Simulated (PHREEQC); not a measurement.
Solution (25 °C): 0.062 mol/kgw H3BO3 and 0.00011 mol/kgw NaOH. It is in equilibrium with CO2 at log p = -2 (atm). Otherwise closed; pH follows from the charge balance.

All values are PHREEQC results (ion-association model, wateq4f.dat), not measurements.

| quantity | before | after |
|---|---|---|
| pH | 5.77 | 5.18 |
| HCO3- (mol/kgw) | 9.04e-5 | 2.32e-5 |
| NaHCO3 (mol/kgw) | 5.46e-9 | 2.83e-10 |
| CO3-2 (mol/kgw) | 2.59e-9 | 1.68e-10 |
| SI of Nahcolite (NaHCO3) | -7.47 | -8.75 |
| SI of Natron (Na2CO3:10H2O) | -15.23 | -17.80 |

Q: What was changed between the two runs?
A. temperature from 25 to 55 °C
B. NaOH from 0.00011 to 2.2e-05 mol/kgw
C. H3BO3 from 0.062 to 0.31 mol/kgw
D. H3BO3 left out
E. temperature from 25 to 80 °C

A: B, NaOH from 0.00011 to 2.2e-05 mol/kgw

Precipitation was switched off in this run.
